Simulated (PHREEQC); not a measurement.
Make-up at 69 °C: 0.0078 mol HF, 0.00019 mol (NH4)2SiF6, 0.00014 mol HBF4 and 0.00017 mol HCl per kg of water. Closed to the air; pH follows from the charge balance.

Computed with PHREEQC (ion-association model, phreeqc.dat).

Each row changes one thing in this solution. Precipitation was switched off in this run.

```
case                                        pH  ionic strength (mol/kgw)  HF (mol/kgw)  F- (mol/kgw)  H4SiO4 (mol/kgw)  H3BO3 (mol/kgw)  SI of Quartz (SiO2)
----------------------------------------  ----  ------------------------  ------------  ------------  ----------------  ---------------  -------------------
as made                                   2.83                   0.00206       0.00699       0.00141           7.55e-5          5.08e-5                -0.71
HF from 0.0078 to 0.078 mol/kgw           2.27                   0.00635        0.0712       0.00417           1.23e-9          3.12e-8                -5.49
diluted 100-fold with water               4.14                   7.74e-5       1.92e-5       7.57e-5           1.90e-6              ___                -2.31
HF from 0.0078 to 0.00702 mol/kgw          ___                   0.00195       0.00641       0.00137           9.46e-5          5.95e-5                -0.61
HF from 0.0078 to 0.0117 mol/kgw          2.73                   0.00252        0.0101       0.00164           1.87e-5          2.08e-5                -1.31
0.0023 mol/kgw (NH4)2SO4 added            2.90                   0.00816       0.00665       0.00167           6.51e-5          4.95e-5                -0.77
HF replaced by NH4F at the same molality  4.29                       ___       0.00130       0.00797          0.000179         0.000110                -0.33
```

Task: Some entries are withheld; supply them.

Result: 
- diluted 100-fold with water, H3BO3 (mol/kgw): 1.40e-6
- HF from 0.0078 to 0.00702 mol/kgw, pH: 2.85
- HF replaced by NH4F at the same molality, ionic strength (mol/kgw): 0.00825

At this temperature some constants are extrapolated from 25 °C, and those without enthalpy data are left unchanged. SiF6-2 is the database's only silicon fluoride. Real BF4- forms and hydrolyses slowly; the run takes it at equilibrium.
